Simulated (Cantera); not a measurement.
A closed system holds: 1 mol CuO, 5.8 mol HF, 0.42 mol N2, at 240 Pa.

Method: chemical equilibrium by Gibbs-energy minimisation in Cantera with the NASA 1993 tables (ideal gas, pure condensed phases). Candidate condensed phases: Cu, CuF2, CuO, Cu(OH)2, Cu2O, H2O; 45 gas species. Rates play no part.

Which condensed phases are stable at each of these points (T (K)): 823, 923, 1023, 1123, 1223, 1323, 1423, 1523, 1623, 1723, 1823, 1923?


```json
[
 {"T (K)": "823", "condensed phases": "CuF2(s) + CuO(s) + Cu2O(s)", "Cu condensed (%)": "100.0"},
 {"T (K)": "923", "condensed phases": "CuO(s) + Cu2O(s)", "Cu condensed (%)": "99.9"},
 {"T (K)": "1023", "condensed phases": "Cu2O(s)", "Cu condensed (%)": "99.7"},
 {"T (K)": "1123", "condensed phases": "Cu2O(s)", "Cu condensed (%)": "98.8"},
 {"T (K)": "1223", "condensed phases": "Cu2O(s)", "Cu condensed (%)": "95.8"},
 {"T (K)": "1323", "condensed phases": "Cu2O(s)", "Cu condensed (%)": "88.1"},
 {"T (K)": "1423", "condensed phases": "Cu2O(s)", "Cu condensed (%)": "71.0"},
 {"T (K)": "1523", "condensed phases": "Cu(l)", "Cu condensed (%)": "38.4"},
 {"T (K)": "1623", "condensed phases": "Cu(l)", "Cu condensed (%)": "3.9"},
 {"T (K)": "1723", "condensed phases": "gas only", "Cu condensed (%)": "0.0"},
 {"T (K)": "1823", "condensed phases": "gas only", "Cu condensed (%)": "0.0"},
 {"T (K)": "1923", "condensed phases": "gas only", "Cu condensed (%)": "0.0"}
]
```

At 823 K the condensed part is CuF2(s) + CuO(s) + Cu2O(s). At 923 K the condensed part is CuO(s) + Cu2O(s). From 1023 K to 1423 K the condensed part is Cu2O(s). From 1523 K to 1623 K the condensed part is Cu(l). From 1723 K to 1923 K nothing is condensed.
